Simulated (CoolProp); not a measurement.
A single-stage vapour-compression cycle with the fluid: evaporating at 316.15 K (dew point), condensing at 373.15 K (bubble point), superheat 2 K, subcooling 2 K, compressor efficiency 0.7, no pressure losses. The same conditions are run with several fluids, on thermodynamics alone (safety and materials aside).

The numbers come from the reference Helmholtz-energy equation of state of each fluid (R245fa: Akasaka 2015; R152A: Outcalt 1996; cis-2-butene: Lemmon 2005; sulfur dioxide: Gao 2016; R114: Platzer 1990; cyclopentane: Gedanitz 2015) in CoolProp. The equations of Platzer and Polt are older, rougher fits.

```
fluid           cooling COP  pressure ratio  discharge temperature (K)  refrigerating effect (kJ/kg)  volumetric capacity (kJ/m³)
--------------  -----------  --------------  -------------------------  ----------------------------  ---------------------------
R245fa                 2.67            4.58                      374.7                           102                         1560
R152A                  2.37            3.56                      397.0                           139                         4200
cis-2-butene           2.87            3.86                      384.0                           237                         2050
sulfur dioxide         3.02            4.04                      455.5                           255                         4720
R114                   2.46            3.85                      373.2                          62.3                         1650
cyclopentane           3.19            5.07                      385.5                           283                          636
```

The compression ends wet for: R114.
